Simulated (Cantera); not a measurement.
Standard-state values (1 bar) from the NASA 1993 polynomials, evaluated with Cantera. Values are per mole of reaction as written; species without (g) are pure solids or liquids, kept so even where they would boil at 1 bar. TaC: taken at fixed stoichiometry.

Ta2O5 + 2 C + 10 N(g) → 2 TaC + 5 N2O(g)

| T (K) | ΔH° (kJ) | ΔS° (J/K) | ΔG° (kJ) | log10 K | condensed phases |
|---|---|---|---|---|---|
| 300 | -2561.1 | -503.4 | -2410.1 | 419.63 | Ta2O5(s), C(graphite), TaC(s) |
| 2850 | -2826.8 | -703.2 | -822.6 | 15.08 | Ta2O5(l), C(graphite), TaC(s) |
| 2875 | … | … | … | … | Ta2O5(l), C(graphite), TaC(s) |
| 2900 | -2829.7 | -704.2 | -787.4 | 14.18 | Ta2O5(l), C(graphite), TaC(s) |
| 2925 | … | … | … | … | Ta2O5(l), C(graphite), TaC(s) |
| 2950 | … | … | … | … | Ta2O5(l), C(graphite), TaC(s) |

Question: Fill in the missing entries.

Answer: 
- 2875, ΔH° (kJ): -2828.2
- 2875, ΔS° (J/K): -703.7
- 2875, ΔG° (kJ): -805.0
- 2875, log10 K: 14.63
- 2925, ΔH° (kJ): -2831.1
- 2925, ΔS° (J/K): -704.7
- 2925, ΔG° (kJ): -769.8
- 2925, log10 K: 13.75
- 2950, ΔH° (kJ): -2832.5
- 2950, ΔS° (J/K): -705.2
- 2950, ΔG° (kJ): -752.2
- 2950, log10 K: 13.32
